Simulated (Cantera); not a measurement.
An isothermal, constant-pressure homogeneous reactor starts with CO : O2 : H2O : N2 = 0.0036 : 0.088 : 0.0018 : 1 (molar parts), at 1100 K and 0.200 bar.

Computed with Cantera and GRI-Mech 3.0 (53 species, 325 reactions).

One state of this run: x CO = 3.36e-8; x O2 = 0.0790; x H2O = 0.00165; x H2 = 1.38e-10; x NO = 1.84e-8. x: mole fraction; the columns are a selection and need not sum to one.

Which value of t (s) does it belong to?
A) 0.00928
B) 17.7
C) 0.190
D) 0.0420

B, 17.7
